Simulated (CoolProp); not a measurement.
A simple Rankine cycle with R134a: condensing at 288.15 K, boiler at 2.38 MPa, turbine inlet 388.5 K, turbine efficiency 0.8, pump efficiency 0.7, no recuperator. Each further row changes one setting.

The numbers come from the reference Helmholtz-energy equation of state, Tillner-Roth 1994 in CoolProp.

```tsv
case	thermal efficiency (%)	net work (kJ/kg)	heat in (kJ/kg)	turbine exit temperature (K)	volume ratio over the turbine
as stated	11.4	29.8	261	335.2	4.95
turbine inlet 408.5 K	[?]	32.7	285	357.0	[?]
condensing temperature 280.15 K	12.8	34.9	[?]	327.9	6.40
boiler pressure 1.67 MPa	[?]	[?]	270	349.7	[?]
turbine efficiency 0.7	9.9	[?]	261	[?]	5.03
```

**Question.** Complete the blanks.

**Answer.** 
- turbine inlet 408.5 K, thermal efficiency (%): 11.5
- turbine inlet 408.5 K, volume ratio over the turbine: 4.83
- condensing temperature 280.15 K, heat in (kJ/kg): 272
- boiler pressure 1.67 MPa, thermal efficiency (%): 9.3
- boiler pressure 1.67 MPa, net work (kJ/kg): 25.1
- boiler pressure 1.67 MPa, volume ratio over the turbine: 3.37
- turbine efficiency 0.7, net work (kJ/kg): 25.8
- turbine efficiency 0.7, turbine exit temperature (K): 339.4
